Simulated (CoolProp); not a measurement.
A simple Rankine cycle with toluene: condensing at 300.15 K, boiler at 0.979 MPa, turbine inlet 619 K, turbine efficiency 0.6, pump efficiency 0.6, no recuperator. Each further row changes one setting.

Computed with CoolProp (reference Helmholtz-energy equation of state, Lemmon 2006). It is a short technical equation, of lower accuracy than the large ones.

| case | thermal efficiency (%) | net work (kJ/kg) | heat in (kJ/kg) | turbine exit temperature (K) | volume ratio over the turbine |
|---|---|---|---|---|---|
| as stated | ? | ? | 937 | 535.4 | 218 |
| condensing temperature 292.15 K | 17.6 | 167 | 951 | 529.8 | 329 |
| boiler pressure 0.685 MPa | ? | ? | ? | ? | 151 |
| turbine efficiency 0.5 | ? | 130 | 937 | 548.7 | ? |

Complete the blanks.


- as stated, thermal efficiency (%): 16.7
- as stated, net work (kJ/kg): 157
- boiler pressure 0.685 MPa, thermal efficiency (%): 15.8
- boiler pressure 0.685 MPa, net work (kJ/kg): 149
- boiler pressure 0.685 MPa, heat in (kJ/kg): 943
- boiler pressure 0.685 MPa, turbine exit temperature (K): 541.9
- turbine efficiency 0.5, thermal efficiency (%): 13.9
- turbine efficiency 0.5, volume ratio over the turbine: 224
